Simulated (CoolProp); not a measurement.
R134a at 243.25 K and 0.0558 MPa is compressed adiabatically to 0.319 MPa with isentropic efficiency 0.9. Each further row changes one setting.

Computed with CoolProp (reference Helmholtz-energy equation of state, Tillner-Roth 1994).

```json
[
 {"case": "as stated", "work (kJ/kg)": "(withheld)", "final temperature (K)": "(withheld)", "final density (kg/m³)": "14.0"},
 {"case": "efficiency 1", "work (kJ/kg)": "(withheld)", "final temperature (K)": "295.5", "final density (kg/m³)": "14.2"},
 {"case": "efficiency 0.65", "work (kJ/kg)": "56.2", "final temperature (K)": "317.3", "final density (kg/m³)": "(withheld)"}
]
```

**Question.** What belongs in the gaps?

**Answer.** 
- as stated, work (kJ/kg): 40.6
- as stated, final temperature (K): 300.1
- efficiency 1, work (kJ/kg): 36.5
- efficiency 0.65, final density (kg/m³): 13.0
